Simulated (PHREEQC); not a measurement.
PHREEQC input (ion-association model, wateq4f.dat):

```
SOLUTION_MASTER_SPECIES
  An  An-  0  An  62.0  # stands for a non-complexing anion
SOLUTION_SPECIES
  An- = An-
    -log_k 0
    -gamma 3.0 0
PHASES
  Fix_H+
    H+ = H+
    -log_k 0
SOLUTION 1
  temp 25
  units mmol/kgw
  pH 7 charge
  S(6) 0.2196
  Zn 0.21
  Na 5.0192
  An 5
END
SELECTED_OUTPUT 1
  -reset false
  -pH true
  -pe true
  -ionic_strength true
  -water true
  -totals Na S Zn S(-2) S(6)
  -molalities Hfo_wOH Hfo_wOH2+ Hfo_wO- Hfo_sOH Hfo_sOH2+ Hfo_sO- Hfo_wSO4- Hfo_wOHSO4-2 Hfo_sOZn+ Hfo_wOZn+
  -saturation_indices Zn(OH)2-e Zn4(OH)6SO4 Mirabilite Goslarite
USER_PUNCH 1
  -headings sigma psi
  10 PUNCH EDL("sigma", "Hfo"), EDL("psi", "Hfo")
PRINT
  -reset false
USE solution 1
SURFACE 1
  Hfo_wOH 0.00269663 600 1.2
  Hfo_sOH 6.74157e-05
EQUILIBRIUM_PHASES 1
  Fix_H+ -4 HAn 10
    -force_equality true
  O2(g) -0.68 10
END
# ... the last block is repeated for the other 16 points of pH, with NaOH or the acid as the point needs
```

Selected output (columns that matter, 15 of 17 rows; pH added in front):

```
pH	mu	Na	S	Zn	m_Hfo_wOH	m_Hfo_wOH2+	m_Hfo_wO-	m_Hfo_sOH	si_Zn(OH)2-e	si_Zn4(OH)6SO4	si_Mirabilite	si_Goslarite	sigma	psi
4	0.0063613	0.0050192	2.1115e-08	0.00020967	0.00094056	0.0015232	1.3305e-05	2.5479e-05	-7.3193	-27.518	-11.399	-9.7009	0.16221	0.18224
4.5	0.0061027	0.0050192	7.1553e-08	0.00020749	0.001233	0.0012153	2.8659e-05	3.2358e-05	-6.3213	-23.991	-10.863	-9.1682	0.11443	0.16542
5	0.0059002	0.0050192	3.0841e-07	0.00019455	0.0014554	0.00097125	4.9962e-05	3.0964e-05	-5.3473	-20.458	-10.225	-8.5563	0.076756	0.14586
5.5	0.005692	0.0050192	1.5551e-06	0.00016115	0.0016142	0.00078336	7.6196e-05	1.5286e-05	-4.4271	-17.07	-9.5167	-7.9295	0.049492	0.12446
6.5	0.0052797	0.0050192	3.8208e-05	5.0564e-05	0.0017887	0.00048007	0.00015267	1.3108e-06	-2.9293	-11.678	-8.1137	-7.0309	0.01954	0.080525
7	0.0052825	0.0051014	0.00010793	1.0243e-05	0.0018739	0.00034286	0.00023462	9.7138e-07	-2.6294	-11.026	-7.6468	-7.278	0.012612	0.06079
7.5	0.005516	0.0053079	0.000183	1.5354e-06	0.0019283	0.00025367	0.0003358	9.3935e-07	-2.4713	-11.166	-7.387	-7.8929	0.0074197	0.039688
8	0.0056249	0.0054097	0.00021374	2.0734e-07	0.0019345	0.00021639	0.00039621	9.3363e-07	-2.3982	-11.808	-7.305	-8.7537	0.0024764	0.014277
8.5	0.0056602	0.0054585	0.00021891	4.1556e-08	0.0019267	0.00019981	0.00042562	9.2876e-07	-2.3631	-12.657	-7.2875	-9.7086	-0.0023204	-0.013357
9	0.0056901	0.0055085	0.00021952	2.2496e-08	0.0019142	0.00018509	0.00045349	9.2258e-07	-2.3298	-13.523	-7.2789	-10.675	-0.0078669	-0.041138
9.5	0.0057426	0.00559	0.00021959	2.1742e-08	0.0018933	0.0001666	0.00049291	9.1252e-07	-2.2841	-14.341	-7.267	-11.629	-0.015616	-0.068292
10.5	0.006164	0.0061242	0.0002196	3.4771e-08	0.0017822	0.00011016	0.00066049	8.5903e-07	-2.1045	-15.628	-7.1951	-13.455	-0.045652	-0.11838
11	0.0070199	0.0070881	0.0002196	6.3197e-08	0.0016417	7.3728e-05	0.00083743	7.9147e-07	-1.9302	-15.94	-7.0822	-14.29	-0.074265	-0.13975
11.5	0.0096047	0.0098495	0.00021959	2.008e-07	0.0013682	3.7372e-05	0.0011474	6.6021e-07	-1.6356	-15.787	-6.8334	-15.021	-0.12073	-0.15655
12	0.017824	0.018352	0.00021959	1.7588e-06	0.00087634	1.055e-05	0.0016676	4.2739e-07	-1.0913	-14.67	-6.3806	-15.538	-0.19428	-0.16508
```

Species that the database lacks are ignored.
